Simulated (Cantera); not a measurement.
A perfectly stirred reactor is fed with H₂ : O₂ : N₂ = 0.064 : 1 : 0.65 (molar parts), at 10.00 Torr; it is held at 1200 K, and followed from long to short residence time.

Computed with Cantera and GRI-Mech 3.0 (53 species, 325 reactions). Radical loss at walls, strong at low pressure, is not modelled. The temperature is held fixed by assumption; the heat of reaction is taken as removed at once.

Task: What does this change do: 0.17 parts H2O added?

Result: 
```tsv
quantity	before	after
x(H₂) at τ = 0.480 s	0.000269	0.000377
x(O₂) at τ = 0.480 s	0.571	0.521
x(OH) at τ = 0.480 s	0.00119	0.00142
x(H₂O₂) at τ = 0.480 s	5.74e-8	1.40e-7
x(NO) at τ = 0.480 s	1.30e-7	3.38e-8
x(H₂) at τ = 11.0 ms	0.00225	0.00298
x(O₂) at τ = 11.0 ms	0.560	0.512
x(OH) at τ = 11.0 ms	0.00292	0.00358
x(H₂O₂) at τ = 11.0 ms	8.81e-8	2.09e-7
x(NO) at τ = 11.0 ms	1.07e-7	5.51e-8
```
